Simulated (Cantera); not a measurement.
Input: 1 mol SiCl4, 1.9 mol Cl2, 19 mol H2, at 0.920 bar.

Equilibrium computed with Cantera from the NASA thermochemical tables; the gas is ideal and each condensed phase is pure. Candidate condensed phases: Si; 19 gas species. The tables' values for SiCl3 are old estimates; treat these amounts as uncertain. The numbers say what is thermodynamically allowed, not how fast it happens. All values below are at 1100 K.

Base state: H2 0.778, HCl 0.177, SiCl4 0.0427, SiHCl3 0.00277, SiCl3 0.000183, SiH2Cl2 2.16e-5, SiCl2 1.09e-5 (mole fractions); condensed: gas only.

### Question
What changes in the equilibrium state with this change: H2 from 19 to 1.3 mol?

### Answer
| species | before | after |
|---|---|---|
| HCl | 0.177 | 0.619 |
| SiCl4 | 0.0427 | 0.238 |
| Cl2 | <1e-9 | 0.143 |
| H2 | 0.778 | <1e-9 |
| SiHCl3 | 0.00277 | <1e-9 |
| Cl | 4.83e-9 | 0.000596 |
| SiCl3 | 0.000183 | 8.28e-9 |
| SiH2Cl2 | 2.16e-5 | <1e-9 |
| SiCl2 | 1.09e-5 | <1e-9 |
